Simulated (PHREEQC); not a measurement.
# Acid rinse or clean (model solution)

A solution holds 1.2 mmol/kgw HNO3 and 0.43 mmol/kgw MnSO4, at 25 °C. Closed to the air; pH follows from the charge balance.

All values are PHREEQC results (ion-association model, wateq4f.dat), not measurements.

Each row changes one thing in this solution. This is a speciation only: nothing precipitates in the calculation.

| case | pH | ionic strength (mol/kgw) |
|---|---|---|
| as made | 2.96 | 0.00278 |
| HNO3 replaced by Pb(NO3)2 at the same molality | 5.40 | 0.00479 |
| diluted 100-fold with water | 4.92 | 2.92e-5 |
| HNO3 from 0.0012 to 0.00012 mol/kgw | 3.95 | 0.00175 |
| HNO3 left out | 6.87 | 0.00164 |
| MnSO4 left out | 2.94 | 0.00120 |
| diluted 10-fold with water | 3.93 | 0.000290 |
| MnSO4 replaced by K2SO4 at the same molality | 2.96 | 0.00241 |
| MnSO4 from 0.00043 to 4.3e-05 mol/kgw | 2.94 | 0.00136 |

Some of these states are supersaturated (in Anglesite, Larnakite, for instance).
